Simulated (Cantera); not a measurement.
A perfectly stirred reactor is fed with 0.133 % CO, 2.28 % O₂, 2.66 % H₂O, 94.9 % N₂, at 3.30 bar; it is held at 1448 K, and followed from long to short residence time.

Computed with Cantera and GRI-Mech 3.0 (53 species, 325 reactions).

x: mole fraction; the columns are a selection and need not sum to one.

```
τ (s)       x CO    x O₂   x H₂O      x O        x NO
------  --------  ------  ------  -------  ----------
0.62     9.65e-6  0.0221  0.0266  7.57e-7     5.83e-8
0.25     1.83e-5  0.0221  0.0266  1.28e-6     6.02e-8
0.10     3.46e-5  0.0221  0.0266  2.23e-6     6.22e-8
0.042    6.25e-5  0.0222  0.0266  3.79e-6     5.96e-8
0.017   0.000114  0.0222  0.0266  6.55e-6  (withheld)
0.0070  0.000202  0.0222  0.0265  1.10e-5  (withheld)
0.0028  0.000350  0.0223  0.0265  1.79e-5  (withheld)
```

Some entries are withheld; supply them.


- 0.017, x NO: 4.92e-8
- 0.0070, x NO: 3.44e-8
- 0.0028, x NO: 1.99e-8
